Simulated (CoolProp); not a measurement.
Vapour pressure (MPa) of chlorine: the reference equation beside estimates from Tc = 143.7 °C, pc = 7.642 MPa, ω = 0.070. Clausius-Clapeyron is anchored at -7.95 °C with a constant enthalpy of vaporisation of 19.24 kJ/mol.

The numbers come from the reference Helmholtz-energy equation of state, Thol 2021 in CoolProp.

| T (°C) | reference | Lee-Kesler | Clausius-Clapeyron | van der Waals | Redlich-Kwong | Soave-Redlich-Kwong |
|---|---|---|---|---|---|---|
| -28.65 | 0.1273 | 0.1301 | 0.1344 | 0.5816 | 0.1228 | 0.1296 |
| -21.75 | 0.1684 | 0.1715 | 0.1742 | 0.6837 | 0.1651 | 0.1708 |
| -14.85 | 0.2193 | 0.2224 | 0.2227 | 0.7974 | 0.2177 | 0.2216 |
| -7.95 | 0.2812 | 0.2842 | 0.2812 | 0.9233 | 0.2821 | 0.2834 |
| -1.05 | 0.3556 | 0.3583 | 0.3508 | 1.062 | 0.3597 | 0.3574 |
| 5.85 | 0.4440 | 0.4461 | 0.4329 | 1.214 | 0.4522 | 0.4453 |
| 12.65 | 0.5464 | 0.5475 | 0.5273 | 1.377 | 0.5593 | 0.5469 |
| 19.55 | 0.6672 | 0.6670 | 0.6382 | 1.556 | 0.6857 | 0.6669 |
| 26.45 | 0.8067 | 0.8046 | 0.7656 | 1.750 | 0.8315 | 0.8054 |
| 33.35 | 0.9666 | 0.9619 | 0.9110 | 1.959 | 0.9982 | 0.9640 |
| 40.25 | 1.148 | 1.140 | 1.076 | 2.184 | 1.187 | 1.145 |
| 47.15 | 1.354 | 1.342 | 1.261 | 2.424 | 1.400 | 1.349 |
| 54.05 | 1.584 | 1.568 | 1.469 | 2.681 | 1.639 | 1.578 |

Absolute difference from the reference over all 13 rows, mean and median: Lee-Kesler 0.9 and 0.8 %, Clausius-Clapeyron 4.1 and 4.3 %, van der Waals 174.6 and 152.0 %, Redlich-Kwong 2.4 and 2.8 %, Soave-Redlich-Kwong 0.6 and 0.4 %.
